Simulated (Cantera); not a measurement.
What does this Cantera script print?

```python
import numpy as np
import cantera as ct

gas_names = """
    H HO2 H2 H2O H2O2 O OH O2 O3 Pb PbO Pb2
""".split()
cond_names = """
    H2O(s) H2O(L) Pb(cr) Pb(L) PbO(rd) PbO(yw) PbO(L) PbO2(s) Pb3O4(s)
""".split()


# ... load() reads the species with a 1 bar reference pressure and builds the phases ...
atoms = {
    'PbO': {'Pb': 1, 'O': 1},
    'H2': {'H': 2},
}
top_T = {'Pb3O4(s)': 820}  # K; cautious upper limits of use, not melting points


# ... equilibrate(T, P, feed) seeds the gas with the atoms and calls Mixture.equilibrate('TP', solver="vcs", rtol=1e-11, max_steps=5000) ...
results = []
feed = {'PbO': 1, 'H2': 110}  # mol
T = 1375  # K
P = 480  # Pa
mix = equilibrate(T, P, feed)
results.append((T, P, feed, dict(zip(mix.species_names, mix.species_moles))))
x = sorted(zip(gas.X, gas.species_names), reverse=True)
print(f"T = {T:g} K  P = {P:g} Pa  gas = {mix.phase_moles(0):.4g} mol")
print("   x: " + "  ".join(f"{s} {v:.3e}" for v, s in x if v > 1e-06))
print("   condensed (mol): " + ("  ".join(f"{mix.phase(i).name} {mix.phase_moles(i):.4g}"
      for i in range(1, mix.n_phases) if mix.phase_moles(i) > 1e-12) or "none"))
```

Result:

```
T = 1375 K  P = 480 Pa  gas = 111 mol
   x: H2 9.819e-01  H2O 9.009e-03  Pb 9.009e-03  H 4.901e-05
   condensed (mol): none
```

These are equilibrium values from Cantera (NASA tables, ideal gas, pure condensed phases), not measurements of a reactor.
